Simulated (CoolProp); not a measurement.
Model: reference Helmholtz-energy equation of state, Zhou 2014, in CoolProp.

Problem. For cyclohexane, give the phase and the cp (kJ/(kg K)), speed of sound (m/s), isothermal compressibility (1/MPa), viscosity (µPa s) at 373.9 K and 50.7 bar; 391.9 K and 50.7 bar; 463.9 K and 50.7 bar.

Solution. 
- 373.9 K and 50.7 bar: liquid; cp 2.21, speed of sound 951, isothermal compressibility 0.00204, viscosity 353
- 391.9 K and 50.7 bar: liquid; cp 2.30, speed of sound 879, isothermal compressibility 0.00243, viscosity 294
- 463.9 K and 50.7 bar: liquid; cp 2.72, speed of sound 604, isothermal compressibility 0.00579, viscosity 159

Viscosity comes from a separate model (Tariq 2014).
